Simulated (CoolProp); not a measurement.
Saturation properties of R124.

Values from CoolProp's reference Helmholtz-energy equation of state, de Vries 1995.

| T (K) | p (MPa) | liquid density (kg/m³) | vapour Z | surface tension (mN/m) |
|---|---|---|---|---|
| 243.4 | 0.04508 | 1525 | 0.9756 | 16.5 |
| 247.2 | ? | 1515 | 0.9722 | 16.0 |
| 250.9 | 0.06449 | 1504 | ? | 15.5 |
| 254.7 | 0.07658 | 1493 | 0.9645 | 15.0 |
| 258.4 | 0.09003 | 1482 | 0.9603 | 14.6 |
| 262.1 | 0.1053 | 1471 | 0.9557 | 14.1 |
| 265.9 | 0.1229 | ? | 0.9506 | 13.6 |
| 269.6 | 0.1423 | 1448 | 0.9453 | ? |
| 273.4 | 0.1646 | 1436 | 0.9395 | 12.7 |
| 277.1 | 0.1888 | 1425 | 0.9334 | 12.2 |
| 280.8 | 0.2156 | 1413 | 0.9270 | 11.8 |
| 284.6 | 0.2462 | 1401 | ? | 11.3 |

Question: Some entries are withheld; supply them.

Answer: 
- 247.2, p (MPa): 0.05422
- 250.9, vapour Z: 0.9686
- 265.9, liquid density (kg/m³): 1459
- 269.6, surface tension (mN/m): 13.1
- 284.6, vapour Z: 0.9200

It boils at 261.2 K under 1 atm.

Surface tension comes from a separate correlation (Mulero 2012).
